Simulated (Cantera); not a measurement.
What does this Cantera script print?

```python
import numpy as np
import cantera as ct

gas_names = """
    CL CL2 H HCL H2 Si SiCL SiCL2 SiCL3 SiCL4 SiH SiHCL3 SiH2 SiH2CL2 SiH3 SiH3CL SiH4 Si2 Si3
""".split()
cond_names = """
    Si(cr) Si(L)
""".split()


def load(file, names, dense=False):
    # The tables refer to 1 bar. Condensed volumes are neglected.
    table = {s.name: s for s in ct.Species.list_from_file(file)}
    out = []
    for n in names:
        d = dict(table[n].input_data)
        d["thermo"] = dict(d["thermo"], **{"reference-pressure": 1e5})
        if dense:
            d["equation-of-state"] = {"model": "constant-volume", "density": "1e6 g/cm^3"}
        out.append(ct.Species.from_dict(d))
    return out


gas = ct.Solution(thermo="ideal-gas", species=load("nasa_gas.yaml", gas_names))
cond = {s.name: ct.Solution(thermo="fixed-stoichiometry", species=[s], name=s.name)
        for s in load("nasa_condensed.yaml", cond_names, dense=True)}
atoms = {
    'Si': {'Si': 1},
    'HCl': {'H': 1, 'CL': 1},
    'H2': {'H': 2},
}
top_T = {}  # K; cautious upper limits of use, not melting points


def equilibrate(T, P, feed):
    n = {}
    for name, mol in feed.items():
        for a, k in atoms[name].items():
            n[a] = n.get(a, 0.0) + k * mol
    gas.TPX = T, P, n
    mass = sum(n.values()) * gas.mean_molecular_weight
    gas.equilibrate("TP")
    valid = [c for c in cond.values() if c.min_temp <= T <= top_T.get(c.name, c.max_temp)]
    mix = ct.Mixture([(gas, mass / gas.mean_molecular_weight)] + [(c, 0.0) for c in valid])
    mix.T, mix.P = T, P
    mix.equilibrate("TP", solver="vcs", rtol=1e-11, max_steps=5000)
    return mix


results = []
feed = {'Si': 1, 'HCl': 0.58, 'H2': 9.6}  # mol
T = 998  # K
for P in [10000, 23000, 51000, 120000, 260000, 590000, 1300000, 3000000]:
    mix = equilibrate(T, P, feed)
    results.append((T, P, feed, dict(zip(mix.species_names, mix.species_moles))))

top = {s: max(r[3][s] / sum(r[3][g] for g in gas_names) for r in results) for s in gas_names}
cols = sorted((s for s in top if top[s] > 0.0001), key=lambda s: -top[s])[:8]
seen = [c for c in cond_names if any(r[3].get(c, 0) > 1e-12 for r in results)]
print("log10 of partial pressures in bar; condensed amounts in mol")
print(f"{'P/Pa':>10s}" + "".join(f"{s[:9]:>10s}" for s in cols + seen))
for T, P, feed, n in results:
    ng = sum(n[g] for g in gas_names)
    print(f"{P:10.4g}" + "".join(f"{np.log10(max(n[s] / ng * P / 1e5, 1e-99)):10.3f}" for s in cols)
          + "".join(f"{n.get(c, 0):10.4g}" for c in seen))
```

Output:

```
log10 of partial pressures in bar; condensed amounts in mol
      P/Pa        H2    SiHCL3       HCL     SiCL4   SiH2CL2    SiH3CL     SiCL3     SiCL2    Si(cr)
     1e+04    -1.011    -3.326    -2.959    -3.115    -4.505    -6.277    -4.591    -4.678    0.8675
   2.3e+04    -0.648    -2.882    -2.690    -2.764    -3.967    -5.646    -4.328    -4.503    0.8593
   5.1e+04    -0.302    -2.466    -2.436    -2.440    -3.459    -5.046    -4.085    -4.341    0.8518
   1.2e+05     0.070    -2.028    -2.166    -2.105    -2.919    -4.404    -3.834    -4.173    0.8438
   2.6e+05     0.406    -1.641    -1.925    -1.812    -2.437    -3.827    -3.614    -4.027    0.8365
   5.9e+05     0.762    -1.239    -1.672    -1.515    -1.932    -3.219    -3.391    -3.878    0.8286
   1.3e+06     1.105    -0.862    -1.432    -1.240    -1.452    -2.636    -3.186    -3.741    0.8205
     3e+06     1.468    -0.475    -1.182    -0.965    -0.952    -2.022    -2.979    -3.604    0.8113
```

These are equilibrium values from Cantera (NASA tables, ideal gas, pure condensed phases), not measurements of a reactor. The tables' values for SiCl3 are old estimates; treat these amounts as uncertain. Gases not in the tables: Si2H6 and higher silanes.
